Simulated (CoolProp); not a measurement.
A simple Rankine cycle with cyclohexane: condensing at 330.15 K, boiler at 0.382 MPa, turbine inlet 445.5 K, turbine efficiency 0.65, pump efficiency 0.6, no recuperator. Each further row changes one setting.

Computed with CoolProp (reference Helmholtz-energy equation of state, Zhou 2014).

```
case                             thermal efficiency (%)  net work (kJ/kg)  heat in (kJ/kg)  turbine exit temperature (K)  volume ratio over the turbine
-------------------------------  ----------------------  ----------------  ---------------  ----------------------------  -----------------------------
as stated                                           9.6              54.2              563                         412.7                           8.04
turbine inlet 465.5 K                               9.4              57.1              605                         433.3                           8.00
condensing temperature 322.15 K                    10.6              61.4              579                         408.6                           10.7
boiler pressure 0.267 MPa                           8.1              45.9              566                         418.9                           5.58
turbine efficiency 0.55                             8.1              45.7              563                         417.2                           8.13
```
